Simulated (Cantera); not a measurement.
Feed: 1 mol CH₃SiCl₃, 0.011 mol CH₄, 1200 mol H₂, equilibrated at 46.0 mbar.

These are equilibrium values from Cantera (NASA tables, ideal gas, pure condensed phases), not measurements of a reactor. Candidate condensed phases: C, C₆H₆, C₇H₈, C₈H₁₈, Si, SiC; 109 gas species. The feed counts by its element totals alone. Gases not in the tables: Si₂H₆ and higher silanes. Kinetics and transport are ignored.

**Question.** Which condensed phases are stable at each of these points (T (K)): 1500, 1575, 1650, 1725, 1800, 1875, 1950, 2025, 2100, 2175, 2250, 2325, 2400, 2475?

**Answer.** 
| T (K) | condensed phases | Si condensed (%) |
|---|---|---|
| 1500 | SiC(s) | 99.8 |
| 1575 | SiC(s) | 99.8 |
| 1650 | SiC(s) | 99.6 |
| 1725 | SiC(s) | 99.3 |
| 1800 | SiC(s) | 98.1 |
| 1875 | SiC(s) | 95.1 |
| 1950 | SiC(s) | 87.2 |
| 2025 | SiC(s) | 67.9 |
| 2100 | SiC(s) | 23.0 |
| 2175 | gas only | 0.0 |
| 2250 | gas only | 0.0 |
| 2325 | gas only | 0.0 |
| 2400 | gas only | 0.0 |
| 2475 | gas only | 0.0 |

From 1500 K to 2100 K the condensed part is SiC(s). From 2175 K to 2475 K nothing is condensed.
